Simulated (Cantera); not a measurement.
# Catalytic combustion on Pt

An isothermal plug-flow reactor at 725 K and 300 Torr (inlet), inlet velocity 0.3 m/s, active area per volume 2100 1/m; feed H₂ : O₂ : N₂ = 0.0047 : 0.055 : 0.79 (molar parts), equivalence ratio 0.043.

Detailed kinetics in Cantera: Deutschmann's 1995 Pt surface mechanism with GRI-Mech 3.0 gas chemistry. Catalytic surfaces can have several steady states; this one follows from the mechanism file's or the stated starting coverage. Mass transfer to the wall is taken as infinitely fast.

| z (m) | x H₂ | x O₂ | x H₂O | θ free Pt | θ O* | θ OH* |
|---|---|---|---|---|---|---|
| 9.5e-05 | 0.00115 | 0.0627 | 0.00440 | 0.0428 | 0.956 | 0.00148 |
| 0.00016 | 0.000663 | 0.0624 | 0.00488 | 0.0330 | 0.966 | 0.00134 |
| 0.00026 | 0.000337 | 0.0623 | 0.00521 | 0.0274 | 0.971 | 0.00125 |
| 0.00044 | 0.000118 | 0.0622 | 0.00543 | 0.0242 | 0.975 | 0.00119 |
| 0.00074 | 2.39e-5 | 0.0621 | 0.00552 | 0.0229 | 0.976 | 0.00116 |
| 0.0012 | 2.21e-6 | 0.0621 | 0.00554 | 0.0226 | 0.976 | 0.00116 |
| 0.002 | 3.57e-8 | 0.0621 | 0.00555 | 0.0226 | 0.976 | 0.00116 |
| 0.0034 | 2.63e-11 | 0.0621 | 0.00555 | 0.0226 | 0.976 | 0.00116 |
| 0.0057 | <1e-12 | 0.0621 | 0.00555 | 0.0226 | 0.976 | 0.00116 |
| 0.0095 | <1e-12 | 0.0621 | 0.00555 | 0.0226 | 0.976 | 0.00116 |
x: gas mole fraction; θ: surface coverage.
